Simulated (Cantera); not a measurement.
A closed system holds: 1 mol TEOS, 3 mol NO, 2.1 mol H2, equilibrated at 0.120 bar.

Method: chemical equilibrium by Gibbs-energy minimisation in Cantera with the NASA 1993 tables (ideal gas, pure condensed phases). Candidate condensed phases: C, C6H6, C7H8, C8H18, H2O, Si, SiC, SiO2, Si2N2O, Si3N4; 151 gas species. The feed counts by its element totals alone. Mutual solubility and eutectic melting of coexisting phases are not modelled. The tables hold silica as quartz up to 1696 K and as liquid above; real silica turns to tridymite and cristobalite and melts near 1996 K. Kinetics and transport are ignored.

Q: Which condensed phases are stable at each of these points (T (°C)): 627, 702, 777, 852, 927, 1002, 1077, 1152, 1227, 1302, 1377, 1452, 1527, 1602?

A: 
```json
[
 {"T (°C)": "627", "condensed phases": "C(graphite) + SiO2(β-quartz)", "Si condensed (%)": "100.0"},
 {"T (°C)": "702", "condensed phases": "C(graphite) + SiO2(β-quartz)", "Si condensed (%)": "100.0"},
 {"T (°C)": "777", "condensed phases": "C(graphite) + SiO2(β-quartz)", "Si condensed (%)": "100.0"},
 {"T (°C)": "852", "condensed phases": "C(graphite) + SiO2(β-quartz)", "Si condensed (%)": "100.0"},
 {"T (°C)": "927", "condensed phases": "C(graphite) + SiO2(β-quartz)", "Si condensed (%)": "100.0"},
 {"T (°C)": "1002", "condensed phases": "C(graphite) + SiO2(β-quartz)", "Si condensed (%)": "100.0"},
 {"T (°C)": "1077", "condensed phases": "C(graphite) + SiO2(β-quartz)", "Si condensed (%)": "100.0"},
 {"T (°C)": "1152", "condensed phases": "C(graphite) + SiO2(β-quartz) + Si2N2O(s)", "Si condensed (%)": "100.0"},
 {"T (°C)": "1227", "condensed phases": "C(graphite) + Si2N2O(s)", "Si condensed (%)": "99.9"},
 {"T (°C)": "1302", "condensed phases": "C(graphite) + Si2N2O(s)", "Si condensed (%)": "99.3"},
 {"T (°C)": "1377", "condensed phases": "C(graphite) + SiC(s)", "Si condensed (%)": "97.6"},
 {"T (°C)": "1452", "condensed phases": "C(graphite) + SiC(s)", "Si condensed (%)": "96.9"},
 {"T (°C)": "1527", "condensed phases": "C(graphite) + SiC(s)", "Si condensed (%)": "96.1"},
 {"T (°C)": "1602", "condensed phases": "C(graphite) + SiC(s)", "Si condensed (%)": "95.2"}
]
```

From 627 °C to 1077 °C the condensed part is C(graphite) + SiO2(β-quartz). At 1152 °C the condensed part is C(graphite) + SiO2(β-quartz) + Si2N2O(s). From 1227 °C to 1302 °C the condensed part is C(graphite) + Si2N2O(s). From 1377 °C to 1602 °C the condensed part is C(graphite) + SiC(s).
